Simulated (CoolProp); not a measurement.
The numbers come from the reference Helmholtz-energy equation of state, Lemmon 2006 in CoolProp. It is a short technical equation, of lower accuracy than the large ones.

Q: For C3F8 (R218), give the phase and the cv (kJ/(kg K)), Joule-Thomson coefficient (K/MPa), expansivity (1/kK), fugacity coefficient at 390.4 K and 3.96 MPa; 390.4 K and 4.62 MPa; 390.4 K and 6.6 MPa.

A: 
- 390.4 K and 3.96 MPa: supercritical; cv 0.929, Joule-Thomson coefficient 7.97, expansivity 12.8, fugacity coefficient 0.699
- 390.4 K and 4.62 MPa: supercritical; cv 0.938, Joule-Thomson coefficient 7.09, expansivity 15.8, fugacity coefficient 0.655
- 390.4 K and 6.6 MPa: supercritical; cv 0.931, Joule-Thomson coefficient 3.00, expansivity 11.3, fugacity coefficient 0.547
